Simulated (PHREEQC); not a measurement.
## Alkaline etch or developer

A solution holds 0.018 mol NH3 and 0.00068 mol CO2 per kg of water, at 25 °C. Closed to the air; pH follows from the charge balance.

The numbers come from PHREEQC with the ion-association model, wateq4f.dat.

```yaml
pH: 10.37
ionic_strength: 0.00169 mol/kgw
total_alkalinity: 18.0 meq/kg
```

| species | molality | activity | log γ |
|---|---|---|---|
| NH3 | 0.0167 | 0.0167 | 0.000 |
| NH4+ | 0.00130 | 0.00125 | -0.020 |
| CO3-2 | 0.000379 | 0.000317 | -0.078 |
| HCO3- | 0.000301 | 0.000288 | -0.020 |
| OH- | 0.000246 | 0.000235 | -0.020 |
| CO2 | 2.75e-8 | 2.75e-8 | 0.000 |

Precipitation was switched off in this run.
